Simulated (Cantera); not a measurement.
Input: 1 mol BN, a varied amount of HCl, 31 mol N2, at 1175 °C and 20.0 Pa.

Cantera equilibrium calculation (NASA polynomials, part measured and part estimated; ideal gas, pure solids and liquids). Candidate condensed phases: B, BN, NH4Cl; 21 gas species. The tables' values for BCl2, BCl are old estimates; treat these amounts as uncertain. Gases not in the tables: BHCl2. Equilibrium is a limit: real reactors are often held back by kinetics, nucleation or transport.

x: gas mole fraction; n: condensed amount in mol.

```tsv
n(HCl) (mol)	x N2	x HCl	x H2	x BCl3	x Cl	n BN(s)
4	0.886	0.108	0.00288	0.00153	0.00107	0.943
5.9	0.841	[?]	[?]	[?]	[?]	0.908
8.5	0.786	0.203	0.00605	0.00351	0.00139	0.856
12	0.723	0.262	0.00828	0.00494	0.00153	0.780
18	[?]	[?]	[?]	[?]	0.00169	[?]
26	0.548	0.425	0.0154	0.00953	0.00182	0.441
37	0.462	0.504	0.0195	0.0122	0.00192	0.148
54	0.370	0.597	0.0186	0.0115	0.00233	0
78	0.289	0.684	0.0151	0.00903	0.00296	0
```

Q: Fill in the missing entries.

A: 
- 5.9, x HCl: 0.151
- 5.9, x H2: 0.00426
- 5.9, x BCl3: 0.00238
- 5.9, x Cl: 0.00123
- 18, x N2: 0.636
- 18, x HCl: 0.344
- 18, x H2: 0.0116
- 18, x BCl3: 0.00710
- 18, n BN(s): 0.641
